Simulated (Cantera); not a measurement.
A Cantera script and what it prints.

```python
import numpy as np
import cantera as ct

gas_names = """
    N NO NO2 NO3 N2 N2O O O2 O3 Zr ZrN ZrO ZrO2
""".split()
cond_names = """
    Zr(a) Zr(b) Zr(L) ZrN(s) ZrN(L) ZrO2(a) ZrO2(b) ZrO2(L)
""".split()


# ... load() reads the species with a 1 bar reference pressure and builds the phases ...
atoms = {
    'Zr': {'Zr': 1},
    'N2O': {'N': 2, 'O': 1},
    'N2': {'N': 2},
}
top_T = {}  # K; cautious upper limits of use, not melting points


# ... equilibrate(T, P, feed) seeds the gas with the atoms and calls Mixture.equilibrate('TP', solver="vcs", rtol=1e-11, max_steps=5000) ...
results = []
feed = {'Zr': 1, 'N2O': 0.11, 'N2': 1.2}  # mol
P = 530000  # Pa
for T in [1400, 1450, 1500, 1550, 1600, 1650, 1700]:
    mix = equilibrate(T, P, feed)
    results.append((T, P, feed, dict(zip(mix.species_names, mix.species_moles))))
    x = sorted(zip(gas.X, gas.species_names), reverse=True)
    print(f"T = {T:g} K  P = {P:g} Pa  gas = {mix.phase_moles(0):.4g} mol")
    print("   x: " + "  ".join(f"{s} {v:.3e}" for v, s in x if v > 1e-05))
    print("   condensed (mol): " + ("  ".join(f"{mix.phase(i).name} {mix.phase_moles(i):.4g}"
          for i in range(1, mix.n_phases) if mix.phase_moles(i) > 1e-12) or "none"))
```

It prints:

```
T = 1400 K  P = 530000 Pa  gas = 0.8375 mol
   x: N2 1.000e+00
   condensed (mol): ZrN(s) 0.945  ZrO2(a) 0.055
T = 1450 K  P = 530000 Pa  gas = 0.8375 mol
   x: N2 1.000e+00
   condensed (mol): ZrN(s) 0.945  ZrO2(a) 0.055
T = 1500 K  P = 530000 Pa  gas = 0.8375 mol
   x: N2 1.000e+00
   condensed (mol): ZrN(s) 0.945  ZrO2(b) 0.055
T = 1550 K  P = 530000 Pa  gas = 0.8375 mol
   x: N2 1.000e+00
   condensed (mol): ZrN(s) 0.945  ZrO2(b) 0.055
T = 1600 K  P = 530000 Pa  gas = 0.8375 mol
   x: N2 1.000e+00
   condensed (mol): ZrN(s) 0.945  ZrO2(b) 0.055
T = 1650 K  P = 530000 Pa  gas = 0.8375 mol
   x: N2 1.000e+00
   condensed (mol): ZrN(s) 0.945  ZrO2(b) 0.055
T = 1700 K  P = 530000 Pa  gas = 0.8375 mol
   x: N2 1.000e+00
   condensed (mol): ZrN(s) 0.945  ZrO2(b) 0.055
```

Equilibrium computed with Cantera from the NASA thermochemical tables; the gas is ideal and each condensed phase is pure. Mutual solubility and eutectic melting of coexisting phases are not modelled. ZrN: taken at fixed stoichiometry. Condensed phases not in the tables: solid solutions among these carbides, nitrides and lower oxides.
